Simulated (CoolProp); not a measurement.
Saturation properties of CH3F (R41).

Values from CoolProp's reference Helmholtz-energy equation of state, Lemmon 2006. It is a short technical equation, of lower accuracy than the large ones.

```csv
T (°C),p (bar),liquid density (kg/m³),vapour density (kg/m³),enthalpy of vaporisation (kJ/kg),liquid cp (kJ/(kg K)),surface tension (mN/m)
-123.05,0.03702,968.7,0.1015,543.6,2.076,(withheld)
-116.15,0.07100,955.8,0.1867,535.5,2.067,21.6
-109.25,0.1280,942.7,0.3236,527.3,2.061,20.5
-102.35,0.2187,929.4,0.5331,518.9,2.058,19.3
-95.45,0.3566,(withheld),0.8404,510.3,2.058,18.2
-88.55,0.5580,902.1,1.275,501.4,2.061,17.1
-81.55,0.8470,887.8,1.881,492.1,2.068,16.0
-74.65,1.237,873.4,2.681,482.5,2.077,14.9
-67.75,1.758,858.6,(withheld),472.5,2.091,13.8
```

Q: Some entries are withheld; supply them.

A: 
- -123.05, surface tension (mN/m): 22.8
- -95.45, liquid density (kg/m³): 915.9
- -67.75, vapour density (kg/m³): 3.726

It boils at -78.4 °C under 1 atm.

Surface tension comes from a separate correlation (Mulero 2012).
